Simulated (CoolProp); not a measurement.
A single-stage vapour-compression cycle with tetrahydrofuran: evaporating at 283.15 K (dew point), condensing at 351.15 K (bubble point), superheat 0 K, subcooling 8 K, compressor efficiency 0.7, no pressure losses. Each further row changes one setting.

Computed with CoolProp (reference Helmholtz-energy equation of state, Fiedler 2023).

| case | cooling COP | pressure ratio | discharge temperature (K) | refrigerating effect (kJ/kg) | volumetric capacity (kJ/m³) |
|---|---|---|---|---|---|
| as stated | 2.52 | 13.7 | 397.7 | 349 | 115 |
| evaporating temperature 288.15 K | [?] | 10.8 | 392.5 | 354 | 147 |
| condensing temperature 346.15 K | 2.76 | 11.8 | [?] | 359 | 119 |
| subcooling 13 K | 2.59 | 13.7 | 397.7 | 359 | 119 |
| superheat 10 K | 2.51 | 13.7 | 407.3 | 359 | 115 |
| compressor efficiency 0.6 | [?] | 13.7 | 412.9 | 349 | 115 |

Q: Some entries are withheld; supply them.

A: 
- evaporating temperature 288.15 K, cooling COP: 2.81
- condensing temperature 346.15 K, discharge temperature (K): 391.4
- compressor efficiency 0.6, cooling COP: 2.16
